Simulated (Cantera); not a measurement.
Charge: 1 mol V, 0.14 mol N2O, 2.2 mol N2, 0.038 mol O2, at 1400 K and 98.0 Pa.

Cantera equilibrium calculation (NASA polynomials, part measured and part estimated; ideal gas, pure solids and liquids). Candidate condensed phases: V, VN, VO, V2O3, V2O4, V2O5; 13 gas species. Mutual solubility and eutectic melting of coexisting phases are not modelled. VN, VO: taken at fixed stoichiometry. Condensed phases not in the tables: solid solutions among these carbides, nitrides and lower oxides, V2N. Kinetics and transport are ignored.

Base state: N2 1.00 (mole fractions); condensed: VN(s) + VO(s).

Problem. What changes in the equilibrium state with this change: temperature from 1400 K to 2773.15 K?

Solution. 
```csv
species,before,after
N2,1.00,0.700
V,<1e-9,0.238
VO,2.56e-9,0.0580
O,<1e-9,0.00115
VO2,7.13e-9,0.00268
N,<1e-9,7.65e-5
NO,<1e-9,5.38e-5
"VN(s), mol",0.784,0
"VO(s), mol",0.216,0
```
